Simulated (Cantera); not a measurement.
An isothermal, constant-pressure homogeneous reactor starts with 86.4 % C2H6, 13.6 % N2, at 1000 K and 760 Torr.

Cantera simulation using GRI-Mech 3.0 (53 species, 325 reactions); the numbers are that mechanism's predictions, not measurements. GRI-Mech 3.0 stops at C3 and has no aromatics, soot or wall deposition, so with more carbon than oxygen in the feed, carbon stays in small species such as C2H2 where larger ones or solid carbon would form.

Task: Predict: x(C2H6) at 10.0 s; x(C2H4) at 10.0 s; x(H2) at 10.0 s; x(CH4) at 10.0 s; x(C2H2) at 10.0 s.

Result: 
| Property | Result |
|---|---|
| x(C2H6) at 10.0 s | 0.255 (gas-phase equilibrium 0.00640) |
| x(C2H4) at 10.0 s | 0.313 (gas-phase equilibrium 0.223) |
| x(H2) at 10.0 s | 0.296 (gas-phase equilibrium 0.0106) |
| x(CH4) at 10.0 s | 0.0410 (gas-phase equilibrium 0.619) |
| x(C2H2) at 10.0 s | 0.00159 (gas-phase equilibrium 0.0408) |
